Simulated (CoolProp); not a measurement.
Hydrogen sulfide at 493.9 K and 2.37 MPa is throttled through a valve to 0.261 MPa with no heat exchange. Each further row changes one setting.

The numbers come from the reference Helmholtz-energy equation of state, Lemmon 2006 in CoolProp. It is a short technical equation, of lower accuracy than the large ones.

```
case                        temperature change (K)  final density (kg/m³)
--------------------------  ----------------------  ---------------------
as stated                                        …                   2.23
outlet pressure 0.0783 MPa                   -13.4                      …
outlet pressure 0.339 MPa                        …                   2.90
```

Complete the blanks.


- as stated, temperature change (K): -12.3
- outlet pressure 0.0783 MPa, final density (kg/m³): 0.669
- outlet pressure 0.339 MPa, temperature change (K): -11.8
